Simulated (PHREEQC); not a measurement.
Solution (25 °C): 0.0013 mol/kgw H2SO4, 0.0023 mol/kgw Li2SO4 and 0.26 mol/kgw MgSO4. Closed to the air; pH follows from the charge balance.

Computed with PHREEQC (ion-association model, wateq4f.dat).

Q: The ionic strength comes out as 0.427 mol/kgw. What activity coefficients do H+, Mg+2, LiSO4-, HSO4-, SO4-2 get?

A: H+ 0.77, Mg+2 0.30, LiSO4- 0.69, HSO4- 0.68, SO4-2 0.22.

This is a speciation only: nothing precipitates in the calculation.
